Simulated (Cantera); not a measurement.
Input (Python, Cantera) and output of one run.

```python
import numpy as np
import cantera as ct

gas_names = """
    Ca CaF CaF2 CaO Ca2 F FO FO2 F2 F2O N NF NF2 NF3 NO NO2 NO3 N2 N2O O O2 O3
""".split()
cond_names = """
    Ca(a) Ca(b) Ca(L) CaF2(a) CaF2(b) CaF2(L) CaO(s) CaO(L)
""".split()


# ... load() reads the species with a 1 bar reference pressure and builds the phases ...
atoms = {
    'CaF2': {'Ca': 1, 'F': 2},
    'O2': {'O': 2},
    'N2': {'N': 2},
}
top_T = {}  # K; cautious upper limits of use, not melting points


# ... equilibrate(T, P, feed) seeds the gas with the atoms and calls Mixture.equilibrate('TP', solver="vcs", rtol=1e-11, max_steps=5000) ...
results = []
feed = {'CaF2': 1, 'O2': 0.048, 'N2': 0.78}  # mol
T = 1973.15  # K
P = 1000  # Pa
mix = equilibrate(T, P, feed)
results.append((T, P, feed, dict(zip(mix.species_names, mix.species_moles))))
x = sorted(zip(gas.X, gas.species_names), reverse=True)
print(f"T = {T:g} K  P = {P:g} Pa  gas = {mix.phase_moles(0):.4g} mol")
print("   x: " + "  ".join(f"{s} {v:.3e}" for v, s in x if v > 0.0001))
print("   condensed (mol): " + ("  ".join(f"{mix.phase(i).name} {mix.phase_moles(i):.4g}"
      for i in range(1, mix.n_phases) if mix.phase_moles(i) > 1e-12) or "none"))
```

Output:

```
T = 1973.15 K  P = 1000 Pa  gas = 1.129 mol
   x: N2 6.896e-01  CaF2 2.657e-01  O2 4.052e-02  NO 2.920e-03  O 1.093e-03
   condensed (mol): CaF2(L) 0.7
```

Cantera equilibrium calculation (NASA polynomials, part measured and part estimated; ideal gas, pure solids and liquids).
